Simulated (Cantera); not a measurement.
An isothermal, constant-pressure homogeneous reactor starts with H2 : O2 : N2 = 0.024 : 1 : 0.1 (molar parts), equivalence ratio 0.012, at 1200 K and 0.0133 bar. Integrator tolerance rtol = 1e-08.

Model: GRI-Mech 3.0 (53 species, 325 reactions), integrated in Cantera. Radical loss at walls, strong at low pressure, is not modelled.

### Question
What does this change do: temperature 1200 to 1273 K?

### Answer
```tsv
quantity	before	after
x(H2) at 8.00 s	1.13e-7 (gas-phase equilibrium 2.54e-9)	2.07e-7 (gas-phase equilibrium 1.06e-8)
x(O2) at 8.00 s	0.888 (gas-phase equilibrium 0.888)	0.888 (gas-phase equilibrium 0.888)
x(H2O2) at 8.00 s	1.53e-9 (gas-phase equilibrium 5.63e-11)	1.24e-9 (gas-phase equilibrium 1.04e-10)
x(H) at 8.00 s	2.52e-8 (gas-phase equilibrium 8.67e-11)	5.46e-8 (gas-phase equilibrium 6.41e-10)
x(OH) at 8.00 s	3.91e-5 (gas-phase equilibrium 5.89e-6)	6.60e-5 (gas-phase equilibrium 1.50e-5)
x(NO) at 8.00 s	3.20e-8 (gas-phase equilibrium 0.000137)	4.72e-8 (gas-phase equilibrium 0.000231)
x(HO2) at 8.00 s	1.40e-8 (gas-phase equilibrium 6.24e-9)	1.67e-8 (gas-phase equilibrium 1.34e-8)
```

### Question
What does this change do: pressure from 0.0133 bar to 0.00760 bar?

### Answer
```tsv
quantity	before	after
x(H2) at 8.00 s	1.13e-7 (gas-phase equilibrium 2.54e-9)	6.75e-7 (gas-phase equilibrium 3.36e-9)
x(O2) at 8.00 s	0.888 (gas-phase equilibrium 0.888)	0.888 (gas-phase equilibrium 0.888)
x(H2O2) at 8.00 s	1.53e-9 (gas-phase equilibrium 5.63e-11)	3.19e-9 (gas-phase equilibrium 4.25e-11)
x(H) at 8.00 s	2.52e-8 (gas-phase equilibrium 8.67e-11)	3.70e-7 (gas-phase equilibrium 1.32e-10)
x(OH) at 8.00 s	3.91e-5 (gas-phase equilibrium 5.89e-6)	9.55e-5 (gas-phase equilibrium 6.78e-6)
x(NO) at 8.00 s	3.20e-8 (gas-phase equilibrium 0.000137)	3.24e-8 (gas-phase equilibrium 0.000137)
x(HO2) at 8.00 s	1.40e-8 (gas-phase equilibrium 6.24e-9)	3.52e-8 (gas-phase equilibrium 5.43e-9)
```

### Question
What does this change do: temperature 1200 to 1000 K?

### Answer
```json
[
 {"quantity": "x(H2) at 8.00 s", "before": "1.13e-7 (gas-phase equilibrium 2.54e-9)", "after": "1.67e-8 (gas-phase equilibrium 1.74e-11)"},
 {"quantity": "x(O2) at 8.00 s", "before": "0.888 (gas-phase equilibrium 0.888)", "after": "0.888 (gas-phase equilibrium 0.888)"},
 {"quantity": "x(H2O2) at 8.00 s", "before": "1.53e-9 (gas-phase equilibrium 5.63e-11)", "after": "2.53e-9 (gas-phase equilibrium 6.61e-12)"},
 {"quantity": "x(H) at 8.00 s", "before": "2.52e-8 (gas-phase equilibrium 8.67e-11)", "after": "1.99e-9 (gas-phase equilibrium <1e-12)"},
 {"quantity": "x(OH) at 8.00 s", "before": "3.91e-5 (gas-phase equilibrium 5.89e-6)", "after": "6.58e-6 (gas-phase equilibrium 2.26e-7)"},
 {"quantity": "x(NO) at 8.00 s", "before": "3.20e-8 (gas-phase equilibrium 0.000137)", "after": "9.17e-9 (gas-phase equilibrium 2.19e-5)"},
 {"quantity": "x(HO2) at 8.00 s", "before": "1.40e-8 (gas-phase equilibrium 6.24e-9)", "after": "1.03e-8 (gas-phase equilibrium 4.34e-10)"}
]
```
